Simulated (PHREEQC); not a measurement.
Dissolve 0.38 mol/kgw K2SO4 and 3.6 mol/kgw MgCl2 at 25 °C. Closed to the air; pH follows from the charge balance.

The numbers come from PHREEQC with the Pitzer model, pitzer.dat.

No solid was allowed to form.

Problem. Estimate the activity of water, osmotic coefficient.

Solution. activity of water 0.625; osmotic coefficient 2.188.
